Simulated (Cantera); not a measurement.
Feed: 1 mol SiC, 0.63 mol H2O, 45 mol H2, at 36.8 Torr.

Cantera equilibrium calculation (NASA polynomials, part measured and part estimated; ideal gas, pure solids and liquids). Candidate condensed phases: C, C6H6, C7H8, C8H18, H2O, Si, SiC, SiO2; 123 gas species. Mutual solubility and eutectic melting of coexisting phases are not modelled. The tables hold silica as quartz up to 1696 K and as liquid above; real silica turns to tridymite and cristobalite and melts near 1996 K. Gases not in the tables: Si2H6 and higher silanes. The numbers say what is thermodynamically allowed, not how fast it happens.

x: gas mole fraction; n: condensed amount in mol.

| T (K) | x H2 | x CO | x SiO | x H | x Si | x CH4 | x SiH2 | n SiC(s) | n SiO2(β-quartz) |
|---|---|---|---|---|---|---|---|---|---|
| 1425 | 0.995 | 0.00475 | 0.000553 | 3.07e-5 | 1.60e-9 | 2.01e-5 | 2.62e-8 | 0.781 | 0.193 |
| 1475 | 0.993 | 0.00526 | 0.00210 | 5.84e-5 | 1.16e-8 | 9.33e-6 | 1.06e-7 | 0.758 | 0.146 |
| 1525 | 0.986 | 0.00680 | 0.00681 | 0.000106 | 6.63e-8 | 5.07e-6 | 3.49e-7 | 0.685 | 0 |
| 1575 | 0.986 | 0.00680 | 0.00681 | … | … | … | … | 0.685 | 0 |
| 1625 | 0.986 | 0.00681 | 0.00681 | … | … | … | … | 0.685 | 0 |
| 1675 | 0.986 | 0.00681 | 0.00681 | 0.000521 | 1.94e-6 | 3.52e-6 | 2.43e-6 | 0.685 | 0 |
| 1725 | 0.986 | 0.00681 | 0.00680 | 0.000833 | 5.23e-6 | 3.17e-6 | 4.29e-6 | 0.685 | 0 |
| 1775 | 0.985 | 0.00681 | 0.00679 | 0.00130 | 1.33e-5 | 2.86e-6 | 7.35e-6 | 0.684 | 0 |
| 1825 | 0.984 | 0.00683 | 0.00678 | 0.00197 | 3.23e-5 | 2.61e-6 | 1.22e-5 | 0.684 | 0 |

### Question
Some entries are withheld; supply them.

### Answer

- 1625, x H: 0.000316
- 1625, x Si: 6.75e-7
- 1625, x CH4: 3.95e-6
- 1625, x SiH2: 1.32e-6
- 1575, x H: 0.000186
- 1575, x Si: 2.20e-7
- 1575, x CH4: 4.45e-6
- 1575, x SiH2: 6.94e-7
